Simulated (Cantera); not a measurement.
An isothermal, constant-pressure homogeneous reactor starts with 20.4 % C₃H₈, 79.6 % H₂, at 1475 K and 7600 Pa.

Detailed kinetics in Cantera: GRI-Mech 3.0 (53 species, 325 reactions). GRI-Mech 3.0 was tuned for natural gas; its chemistry of propane as a main component is partial and can be far from experiment. GRI-Mech 3.0 stops at C3 and has no aromatics, soot or wall deposition, so with more carbon than oxygen in the feed, carbon stays in small species such as C2H2 where larger ones or solid carbon would form.

x: mole fraction; the columns are a selection and need not sum to one.

| t (s) | x C₃H₈ | x H₂ | x CH₃ | x H | x C₂H₂ |
|---|---|---|---|---|---|
| 0.000200 | 0.0755 | 0.717 | ___ | 0.000600 | 0.00242 |
| 0.000485 | 0.0120 | 0.679 | ___ | 0.000576 | 0.0134 |
| 0.00118 | 0.000734 | 0.677 | ___ | 0.000249 | 0.0305 |
| 0.00285 | 3.00e-5 | 0.682 | ___ | 0.000100 | 0.0448 |
| 0.00691 | 4.77e-7 | 0.687 | ___ | 4.90e-5 | 0.0585 |
| 0.0168 | 6.43e-8 | 0.692 | ___ | 2.91e-5 | 0.0742 |
| 0.0406 | 3.36e-8 | 0.699 | 0.000102 | 2.46e-5 | 0.0953 |
| 0.0985 | 1.74e-8 | 0.708 | 0.000102 | 2.57e-5 | 0.123 |
| 0.239 | 6.30e-9 | 0.715 | 0.000103 | 2.71e-5 | 0.142 |
| 0.579 | 4.38e-9 | 0.719 | 0.000102 | 2.76e-5 | 0.146 |
| 1.40 | 3.97e-9 | 0.724 | 9.72e-5 | 2.82e-5 | 0.149 |
| 3.40 | 3.23e-9 | 0.735 | ___ | 2.96e-5 | 0.154 |
| 8.25 | 2.19e-9 | 0.753 | ___ | 3.25e-5 | 0.162 |
| 20.0 | 1.24e-9 | 0.775 | ___ | 3.71e-5 | 0.172 |

Question: Fill in the missing entries.

Answer: 
- 0.000200, x CH₃: 0.00960
- 0.000485, x CH₃: 0.00411
- 0.00118, x CH₃: 0.00120
- 0.00285, x CH₃: 0.000449
- 0.00691, x CH₃: 0.000215
- 0.0168, x CH₃: 0.000125
- 3.40, x CH₃: 8.76e-5
- 8.25, x CH₃: 7.04e-5
- 20.0, x CH₃: 4.77e-5
